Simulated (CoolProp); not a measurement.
Vapour-liquid equilibrium of acetone (1) + p-xylene (2) at 0.738 MPa; x and y are mole fractions of (1).

Computed with CoolProp (multi-fluid Helmholtz-energy mixture model, Lemmon 2006 and Zhou 2012; pair parameters Bell 2016).

| x | bubble temperature (°C) | y at the bubble point | dew temperature at overall composition x (°C) | liquid density (mol/L) |
|---|---|---|---|---|
| 0.05 | 216.9 | 0.232 | 228.9 | 6.366 |
| 0.2 | 185.2 | 0.610 | 219.1 | 7.080 |
| 0.35 | 166.7 | 0.767 | 208.3 | 7.722 |
| 0.5 | 154.6 | 0.850 | 195.8 | 8.376 |
| 0.65 | 145.5 | 0.906 | 180.9 | 9.092 |
| 0.8 | 137.9 | 0.949 | 162.1 | 9.912 |
| 0.95 | 131.1 | 0.988 | 137.8 | 10.88 |

No azeotrope shows between x = 0.05 and 0.95.

The pair parameters rest on a limited set of measurements; away from them the model extrapolates.
